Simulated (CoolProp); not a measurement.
Aqueous calcium chloride as a coolant, 15 % by mass, freezing at -11.1 °C, 1 atm.

Values from CoolProp's Melinder's fits for secondary coolants.

```json
[
 {"T (°C)": "-3.8", "conductivity (W/(m K))": "0.545", "density (kg/m³)": "1136", "cp (kJ/(kg K))": "3.282", "viscosity (mPa s)": "2.93"},
 {"T (°C)": "4.1", "conductivity (W/(m K))": "0.557", "density (kg/m³)": "1135", "cp (kJ/(kg K))": "3.304", "viscosity (mPa s)": "2.31"},
 {"T (°C)": "11.9", "conductivity (W/(m K))": "0.569", "density (kg/m³)": "1134", "cp (kJ/(kg K))": "3.324", "viscosity (mPa s)": "1.87"},
 {"T (°C)": "19.7", "conductivity (W/(m K))": "0.580", "density (kg/m³)": "1133", "cp (kJ/(kg K))": "3.343", "viscosity (mPa s)": "1.55"},
 {"T (°C)": "27.6", "conductivity (W/(m K))": "0.593", "density (kg/m³)": "1131", "cp (kJ/(kg K))": "3.361", "viscosity (mPa s)": "1.30"},
 {"T (°C)": "35.4", "conductivity (W/(m K))": "0.605", "density (kg/m³)": "1128", "cp (kJ/(kg K))": "3.378", "viscosity (mPa s)": "1.11"}
]
```
